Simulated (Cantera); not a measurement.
Mixture: CO : H2 : CH4 : O2 : N2 = 1 : 1.2 : 1.1 : 4.46 : 17.4 (molar parts), at 10.0 bar, adiabatic and at constant pressure. Ignition delay is the time to a rise of 400 K.

Model: GRI-Mech 3.0 (53 species, 325 reactions), integrated in Cantera.

**Question.** Predict: delay at 1275 K; delay at 1325 K; delay at 1375 K; delay at 1425 K; delay at 1475 K; delay at 1525 K; delay at 1575 K; apparent activation energy between 1475 and 1575 K.

**Answer.** 
| Item | Result |
|---|---|
| delay at 1275 K | 80.7 µs |
| delay at 1325 K | 52.3 µs |
| delay at 1375 K | 35.8 µs |
| delay at 1425 K | 25.4 µs |
| delay at 1475 K | 18.6 µs |
| delay at 1525 K | 13.9 µs |
| delay at 1575 K | 10.6 µs |
| apparent activation energy between 1475 and 1575 K | 110 kJ/mol |
